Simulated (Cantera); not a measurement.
**Equilibrium for iron carbonyl, mercury and lead vapours: PbO + H2**

A closed system holds: 1 mol PbO, a varied amount of H2, at 0.0825 Torr.

Equilibrium computed with Cantera from the NASA thermochemical tables; the gas is ideal and each condensed phase is pure. Candidate condensed phases: H2O, Pb, PbO, PbO2, Pb3O4; 12 gas species. Mutual solubility and eutectic melting of coexisting phases are not modelled. Kinetics and transport are ignored.

Stable condensed phases:

```
T in K \ n(H2) in mol
         0.11 0.21 0.31 0.41 0.51 0.62 0.72 0.82 0.92    1  1.1  1.2  1.3
   1175     A    A    A    A    B    B    B    B    B    B    B    B    B
   1125     A    A    A    A    A    A    A    B    B    B    B    B    B
   1075     A    A    A    A    A    A    A    A    A    B    B    B    B
   1025     C    C    C    C    C    C    C    C    C    D    D    D    D
    975     C    C    C    C    C    C    C    C    C    D    D    D    D
    925     C    C    C    C    C    C    C    C    C    D    D    D    D
    875     C    C    C    C    C    C    C    C    C    D    D    D    D
    825     C    C    C    C    C    C    C    C    C    D    D    D    D
    775     C    C    C    C    C    C    C    C    C    D    D    D    D
    725     C    C    C    C    C    C    C    C    C    D    D    D    D
```

A: PbO; B: gas only; C: Pb + PbO; D: Pb.
